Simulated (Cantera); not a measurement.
What does this Cantera script print?

```python
import numpy as np
import cantera as ct

gas = ct.Solution("gri30.yaml")
gas.TPX = 1250, 58000, {'CH4': 1, 'H2O': 7.5}
reactor = ct.IdealGasConstPressureReactor(gas, energy="off", clone=False)
net = ct.ReactorNet([reactor])
net.rtol, net.atol = 1e-08, 1e-18
show = ['CH4', 'H2O', 'CH2CO', 'C2H6', 'O2', 'CO']
times = np.geomspace(0.0005, 60, 15)

steps = ct.SolutionArray(gas, extra=["t"])
rows = []
print(f"{'t/s':>10s}{'T/K':>9s}{'P/Pa':>11s}" + "".join(f"{s:>11s}" for s in show))
for t in times:
    while net.time < t:
        t_next = net.step()
        steps.append(gas.state, t=t_next)
    rows.append([np.interp(t, steps.t, y) for y in (steps.T, steps.P, *steps(*show).X.T)])
    print(f"{t:10.3e}{rows[-1][0]:9.1f}{rows[-1][1]:11.4g}" + "".join(f"{x:11.3e}" for x in rows[-1][2:]))
rate = np.gradient(steps.T, steps.t)
print("integrator steps:", len(steps.t))
if steps.T.max() > steps.T[0] + 200:
    print(f"time of steepest temperature rise: {steps.t[rate.argmax()]:.4e} s")
gas.TPX = 1250, 58000, {'CH4': 1, 'H2O': 7.5}
gas.equilibrate("TP")
print(f"equilibrium (TP): T = {gas.T:.1f} K  " + "  ".join(f"{s} {gas[s].X[0]:.3e}" for s in show))
```

Output:

```
       t/s      T/K       P/Pa        CH4        H2O      CH2CO       C2H6         O2         CO
 5.000e-04   1250.0    5.8e+04  1.176e-01  8.824e-01  5.549e-25  1.357e-10  2.947e-22  5.125e-18
 1.153e-03   1250.0    5.8e+04  1.176e-01  8.824e-01  8.559e-23  1.640e-09  7.851e-21  2.497e-16
 2.658e-03   1250.0    5.8e+04  1.176e-01  8.824e-01  1.376e-20  1.913e-08  2.053e-19  1.337e-14
 6.129e-03   1250.0    5.8e+04  1.176e-01  8.824e-01  1.921e-18  1.872e-07  4.089e-18  6.142e-13
 1.413e-02   1250.0    5.8e+04  1.176e-01  8.824e-01  1.449e-16  1.119e-06  3.764e-17  1.518e-11
 3.258e-02   1250.0    5.8e+04  1.176e-01  8.824e-01  4.836e-15  3.793e-06  1.548e-16  1.719e-10
 7.512e-02   1250.0    5.8e+04  1.176e-01  8.824e-01  1.149e-13  9.880e-06  4.879e-16  1.376e-09
 1.732e-01   1250.0    5.8e+04  1.176e-01  8.823e-01  2.864e-12  2.304e-05  1.583e-15  1.081e-08
 3.994e-01   1250.0    5.8e+04  1.175e-01  8.823e-01  8.418e-11  4.815e-05  5.849e-15  9.428e-08
 9.208e-01   1250.0    5.8e+04  1.173e-01  8.823e-01  2.418e-09  8.141e-05  2.305e-14  8.081e-07
 2.123e+00   1250.0    5.8e+04  1.169e-01  8.821e-01  4.267e-08  9.860e-05  7.773e-14  4.681e-06
 4.895e+00   1250.0    5.8e+04  1.159e-01  8.814e-01  3.697e-07  9.642e-05  1.984e-13  1.690e-05
 1.129e+01   1250.0    5.8e+04  1.136e-01  8.795e-01  1.605e-06  8.809e-05  3.807e-13  5.755e-05
 2.602e+01   1250.0    5.8e+04  1.086e-01  8.751e-01  3.906e-06  7.315e-05  4.199e-13  2.097e-04
 6.000e+01   1250.0    5.8e+04  9.871e-02  8.658e-01  6.875e-06  5.218e-05  1.522e-13  6.747e-04
integrator steps: 867
equilibrium (TP): T = 1250.0 K  CH4 1.641e-07  H2O 5.695e-01  CH2CO 3.806e-14  C2H6 8.324e-17  O2 5.997e-15  CO 4.567e-02
```

Model: GRI-Mech 3.0 (53 species, 325 reactions), integrated in Cantera.
